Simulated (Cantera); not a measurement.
Input: 1 mol CH₃SiCl₃, 1.4 mol H₂, held at 2277 °C.

Cantera equilibrium calculation (NASA polynomials, part measured and part estimated; ideal gas, pure solids and liquids). Candidate condensed phases: C, C₆H₆, C₇H₈, C₈H₁₈, Si, SiC; 109 gas species. The feed counts by its element totals alone. Gases not in the tables: Si₂H₆ and higher silanes. Equilibrium is a limit: real reactors are often held back by kinetics, nucleation or transport.

Problem. Which condensed phases are stable at each of these points (P (Pa)): 100, 240, 560, 1300, 3200, 7500, 18000, 42000, 100000?

Solution. 
```
P (Pa)      condensed phases  Si condensed (%)
------  --------------------  ----------------
100              C(graphite)               0.0
240              C(graphite)               0.0
560              C(graphite)               0.0
1300             C(graphite)               0.0
3200             C(graphite)               0.0
7500    C(graphite) + SiC(s)              18.9
18000   C(graphite) + SiC(s)              30.9
42000   C(graphite) + SiC(s)              35.5
100000  C(graphite) + SiC(s)              37.4
```

From 1.00 mbar to 32.0 mbar the condensed part is C(graphite). From 75.0 mbar to 1.00 bar the condensed part is C(graphite) + SiC(s).
